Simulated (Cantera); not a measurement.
Feed: 1 mol CuO, 8.8 mol H2, 0.64 mol N2, held at 1550 K and 0.0570 bar.

Method: chemical equilibrium by Gibbs-energy minimisation in Cantera with the NASA 1993 tables (ideal gas, pure condensed phases). Candidate condensed phases: Cu, CuO, Cu(OH)2, Cu2O, H2O; 27 gas species. Equilibrium is a limit: real reactors are often held back by kinetics, nucleation or transport.

Base state: H2 0.826, H2O 0.106, N2 0.0678, Cu 0.000326, H 0.000120 (mole fractions); condensed: Cu(l).

**Question.** What changes in the equilibrium state with this change: pressure from 0.0570 bar to 0.00120 bar?

**Answer.** 
```csv
species,before,after
H2,0.826,0.813
H2O,0.106,0.104
N2,0.0678,0.0667
Cu,0.000326,0.0155
H,0.000120,0.000820
"Cu(l), mol",0.997,0.851
```
